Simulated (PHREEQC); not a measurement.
PHREEQC input (Pitzer model, pitzer.dat):

```
SOLUTION 1
  temp 50
  units mol/kgw
  pH 7 charge
  Cl 0.021
  Na 0.0282
END
USE solution 1
INCREMENTAL_REACTIONS false
REACTION 1
  H2O -1
  0 9.886 18.011 24.689 30.178 34.689 38.397 41.444
  43.949 46.007 47.699 49.089 50.232 51.172 51.944 52.578
  53.1 53.528 53.88 54.17 54.408 54.603 54.764 54.896
  55.005 55.094 55.168 55.228 moles
EQUILIBRIUM_PHASES 1
  Halite 0 0
SELECTED_OUTPUT 1
  -reset false
  -pH true
  -pe true
  -ionic_strength true
  -water true
  -activities H2O
  -totals Cl Na
  -molalities H+ Na+ Cl- OH-
  -equilibrium_phases Halite
PRINT
  -reset false
END
```

Selected output (columns that matter, 10 of 28 rows; water left (kg) added in front):

```
water left (kg)	pH	mu	Cl	Na	m_H+	m_Na+	m_Cl-	m_OH-	la_H2O
1	11.045	0.0282	0.021	0.0282	1.0592e-11	0.0282	0.021	0.0072	-0.00041955
0.555203	11.281	0.050792	0.037824	0.050792	6.3913e-12	0.050792	0.037824	0.012968	-0.00074768
0.30824	11.514	0.091487	0.068129	0.091487	3.896e-12	0.091487	0.068129	0.023358	-0.0013326
0.171138	11.744	0.16478	0.12271	0.16478	2.3862e-12	0.16478	0.12271	0.042071	-0.0023791
0.0950203	11.972	0.29678	0.22101	0.29678	1.4531e-12	0.29678	0.22101	0.075773	-0.0042635
0.0527548	12.2	0.53455	0.39807	0.53455	8.6357e-13	0.53455	0.39807	0.13648	-0.0076938
0.0292979	12.43	0.96253	0.71677	0.96253	4.8459e-13	0.96253	0.71677	0.24575	-0.014046
0.0162724	12.669	1.733	1.2905	1.733	2.4118e-13	1.733	1.2905	0.44247	-0.026182
0.00902992	12.928	3.1229	2.3256	3.123	9.4583e-14	3.123	2.3256	0.79735	-0.050658
0.00501235	13.219	5.6261	4.1896	5.6261	2.3939e-14	5.6261	4.1896	1.4365	-0.10325
```

Away from 25 °C the constants follow the database's enthalpies or fits; those with neither stay at their 25 °C values.
